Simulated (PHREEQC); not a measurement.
A solution holds 49 mmol/kgw NaHCO3 and 15 mmol/kgw Na2CO3, at 68 °C. Closed to the air; pH follows from the charge balance.

Computed with PHREEQC (Pitzer model, pitzer.dat).

Problem. The ionic strength comes out as 0.0938 mol/kgw. What activity coefficients do CO3-2, Na+, HCO3-, OH- get?

Solution. CO3-2 0.30, Na+ 0.76, HCO3- 0.82, OH- 0.76. Single-ion values are on the MacInnes scale.

This is a speciation only: nothing precipitates in the calculation. Away from 25 °C the constants follow the database's enthalpies or fits; those with neither stay at their 25 °C values.
